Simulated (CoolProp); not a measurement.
The numbers come from the reference Helmholtz-energy equation of state, Span 1996 in CoolProp.

**Question.** Give the vapour pressure (bar), enthalpy of vaporisation (kJ/kg), vapour Z, surface tension (mN/m) of saturated carbon dioxide at -19.45, -9.85 °C.

**Answer.** 
```
T (°C)  p (bar)  enthalpy of vaporisation (kJ/kg)  vapour Z  surface tension (mN/m)
------  -------  --------------------------------  --------  ----------------------
-19.45     20.0                               281     0.794                    8.26
-9.85      26.6                               258     0.748                    6.34
```

Surface tension comes from a separate correlation (Mulero 2012).
